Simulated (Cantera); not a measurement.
A perfectly stirred reactor is fed with C2H6 : H2 = 1 : 3.5 (molar parts), at 0.133 bar; it is held at 1525 K, and followed from long to short residence time.

Cantera simulation using GRI-Mech 3.0 (53 species, 325 reactions); the numbers are that mechanism's predictions, not measurements. GRI-Mech 3.0 stops at C3 and has no aromatics, soot or wall deposition, so with more carbon than oxygen in the feed, carbon stays in small species such as C2H2 where larger ones or solid carbon would form.

Task: What does this change do: C2H6 1 to 0.24 parts?

Result: 
| quantity | before | after |
|---|---|---|
| x(C2H6) at τ = 11.0 s | 2.08e-5 | 7.07e-6 |
| x(H2) at τ = 11.0 s | 0.815 | 0.928 |
| x(C2H4) at τ = 11.0 s | 0.00341 | 0.00125 |
| x(C2H) at τ = 11.0 s | 2.52e-8 | 7.47e-9 |
| x(H) at τ = 11.0 s | 6.95e-5 | 7.25e-5 |
| x(C2H6) at τ = 57.0 ms | 0.00121 | 0.000367 |
| x(H2) at τ = 57.0 ms | 0.786 | 0.922 |
| x(C2H4) at τ = 57.0 ms | 0.0118 | 0.00383 |
| x(C2H) at τ = 57.0 ms | 7.18e-8 | 2.28e-8 |
| x(H) at τ = 57.0 ms | 0.000229 | 0.000263 |

Task: What does this change do: temperature 1525 to 1098 K?

Result: 
```
quantity                  before     after
----------------------  --------  --------
x(C2H6) at τ = 11.0 s    2.08e-5    0.0127
x(H2) at τ = 11.0 s        0.815     0.774
x(C2H4) at τ = 11.0 s    0.00341     0.126
x(C2H) at τ = 11.0 s     2.52e-8  1.40e-12
x(H) at τ = 11.0 s       6.95e-5   1.40e-6
x(C2H6) at τ = 57.0 ms   0.00121     0.168
x(H2) at τ = 57.0 ms       0.786     0.784
x(C2H4) at τ = 57.0 ms    0.0118    0.0411
x(C2H) at τ = 57.0 ms    7.18e-8    <1e-12
x(H) at τ = 57.0 ms     0.000229   2.21e-6
```
